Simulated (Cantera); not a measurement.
A Cantera script and what it prints.

```python
import numpy as np
import cantera as ct

gas_names = """
    C CH CH2 CH3 CH2OH CH3O CH4 CH3OH CN CO CO2 COOH C2 C2H CHCO,ketyl C2H2,acetylene C2H2,vinylidene
    CH2CO,ketene C2H3,vinyl CH3CN CH3CO,acetyl C2H4 C2H4O,ethylen CH3CHO,ethanal CH3COOH (HCOOH)2 C2H5
    C2H6 CH3OCH3 C2H5OH CCN CNC C2N2 C2O C3 C3H3,propargyl C3H4,allene C3H4,propyne C3H4,cyclo-
    C3H5,allyl C3H6,propylene C3H6,cyclo- C3H6O C3H7,n-propyl C3H7,i-propyl C3H8 C3H8O,1propanol
    C3H8O,2propanol C3O2 C4 C4H2 C4H4,1,3-cyclo- C4H6,butadiene C4H6,2-butyne C4H6,cyclo- C4H8,1-butene
    C4H8,cis2-buten C4H8,tr2-butene C4H8,isobutene C4H8,cyclo- (CH3COOH)2 C4H9,n-butyl C4H9,i-butyl
    C4H9,s-butyl C4H9,t-butyl C4H10,isobutane C4H10,n-butane C4N2 C5 C5H6,1,3cyclo- C5H8,cyclo-
    C5H10,1-pentene C5H10,cyclo- C5H11,pentyl C5H11,t-pentyl C5H12,n-pentane C5H12,i-pentane
    CH3C(CH3)2CH3 C6H2 C6H5,phenyl C6H5O,phenoxy C6H6 C6H5OH,phenol C6H10,cyclo- C6H12,1-hexene
    C6H12,cyclo- C6H13,n-hexyl C7H7,benzyl C7H8 C7H8O,cresol C7H14,1-heptene C7H15,n-heptyl
    C7H16,n-heptane C8H8,styrene C8H10,ethylbenz C8H16,1-octene C8H17,n-octyl C8H18,isooctane
    C8H18,n-octane C9H19,n-nonyl C10H8,naphthale C10H21,n-decyl C12H9,o-bipheny C12H10,bipheny H HCN HCO
    HCCN HNC HNCO HNO HNO2 HNO3 HO2 H2 HCHO,formaldehy HCOOH H2O H2O2 N NCO NH NH2 NH3 NH2OH NO NO2 NO3
    N2 N2H2 N2H4 N2O O OH O2 O3 Si SiC SiC2 SiC4H12 SiH SiH2 SiH3 SiH4 SiN SiO SiO2 Si2 Si2C Si2N Si3
""".split()
cond_names = """
    C(gr) C6H6(L) C7H8(L) C8H18(L),n-octa H2O(s) H2O(L) Si(cr) Si(L) SiC(b) SiO2(Lqz) SiO2(hqz) SiO2(L)
    Si2N2O(s) Si3N4(a)
""".split()


def load(file, names, dense=False):
    # The tables refer to 1 bar. Condensed volumes are neglected.
    table = {s.name: s for s in ct.Species.list_from_file(file)}
    out = []
    for n in names:
        d = dict(table[n].input_data)
        d["thermo"] = dict(d["thermo"], **{"reference-pressure": 1e5})
        if dense:
            d["equation-of-state"] = {"model": "constant-volume", "density": "1e6 g/cm^3"}
        out.append(ct.Species.from_dict(d))
    return out


gas = ct.Solution(thermo="ideal-gas", species=load("nasa_gas.yaml", gas_names))
cond = {s.name: ct.Solution(thermo="fixed-stoichiometry", species=[s], name=s.name)
        for s in load("nasa_condensed.yaml", cond_names, dense=True)}
atoms = {
    'HMDSO': {'Si': 2, 'C': 6, 'H': 18, 'O': 1},
    'N2O': {'N': 2, 'O': 1},
    'N2': {'N': 2},
    'O3': {'O': 3},
}
top_T = {'C(gr)': 4500, 'SiC(b)': 3050, 'Si2N2O(s)': 2100, 'Si3N4(a)': 2400}  # K; cautious upper limits of use, not melting points


def equilibrate(T, P, feed):
    n = {}
    for name, mol in feed.items():
        for a, k in atoms[name].items():
            n[a] = n.get(a, 0.0) + k * mol
    gas.TPX = T, P, n
    mass = sum(n.values()) * gas.mean_molecular_weight
    gas.equilibrate("TP")
    valid = [c for c in cond.values() if c.min_temp <= T <= top_T.get(c.name, c.max_temp)]
    mix = ct.Mixture([(gas, mass / gas.mean_molecular_weight)] + [(c, 0.0) for c in valid])
    mix.T, mix.P = T, P
    mix.equilibrate("TP", solver="vcs", rtol=1e-11, max_steps=5000)
    return mix


results = []
T = 625  # K
P = 72  # Pa
for m in [0.34, 0.43, 0.55, 0.7, 0.88, 1.1, 1.4, 1.8, 2.3]:
    feed = {'HMDSO': 1, 'N2O': 0.29, 'N2': 74, 'O3': m}  # mol
    mix = equilibrate(T, P, feed)
    results.append((T, P, feed, dict(zip(mix.species_names, mix.species_moles))))

top = {s: max(r[3][s] / sum(r[3][g] for g in gas_names) for r in results) for s in gas_names}
cols = sorted((s for s in top if top[s] > 1e-05), key=lambda s: -top[s])[:6]
seen = [c for c in cond_names if any(r[3].get(c, 0) > 1e-12 for r in results)]
print("log10 of partial pressures in bar; condensed amounts in mol")
print(f"{'n(O3)':>10s}" + "".join(f"{s[:9]:>10s}" for s in cols + seen))
for T, P, feed, n in results:
    ng = sum(n[g] for g in gas_names)
    print(f"{feed['O3']:10.4g}" + "".join(f"{np.log10(max(n[s] / ng * P / 1e5, 1e-99)):10.3f}" for s in cols)
          + "".join(f"{n.get(c, 0):10.4g}" for c in seen))
```

It prints:

```
log10 of partial pressures in bar; condensed amounts in mol
     n(O3)        N2        H2       CO2        CO       H2O       CH4     C(gr) SiO2(Lqz) Si2N2O(s)
      0.34    -3.193    -4.109   -15.078   -10.117   -10.386    -6.534     5.966    0.8733    0.5633
      0.43    -3.192    -4.110   -15.078   -10.117   -10.387    -6.535     5.966     1.053    0.4733
      0.55    -3.192    -4.110   -15.078   -10.117   -10.387    -6.536     5.966     1.293    0.3533
       0.7    -3.192    -4.111   -15.078   -10.117   -10.388    -6.537     5.967     1.593    0.2033
      0.88    -3.192    -4.112   -15.078   -10.117   -10.389    -6.539     5.967     1.953   0.02334
       1.1    -3.194    -4.121    -6.112    -5.634    -5.915    -6.557     5.609         2         0
       1.4    -3.197    -4.130    -5.531    -5.344    -5.633    -6.575     5.095         2         0
       1.8    -3.200    -4.139    -5.194    -5.175    -5.474    -6.594     4.429         2         0
       2.3    -3.204    -4.149    -4.956    -5.056    -5.365    -6.614      3.61         2         0
```

Method: chemical equilibrium by Gibbs-energy minimisation in Cantera with the NASA 1993 tables (ideal gas, pure condensed phases). The feed counts by its element totals alone.
